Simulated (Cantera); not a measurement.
# HgO + H2 + O2 (iron carbonyl, mercury and lead vapours)

Feed: 1 mol HgO, 13 mol H2, 0.12 mol O2, at 1327 °C and 143 Torr.

Method: chemical equilibrium by Gibbs-energy minimisation in Cantera with the NASA 1993 tables (ideal gas, pure condensed phases). Candidate condensed phases: H2O, Hg, HgO; 10 gas species. Equilibrium is a limit: real reactors are often held back by kinetics, nucleation or transport.

```yaml
x(H2): 0.840
x(H2O): 0.0886
x(Hg): 0.0714
x(H): 0.000114
gas_amount: 14.00 mol
log10 activity of Hg(l) (absent): -4.72
```
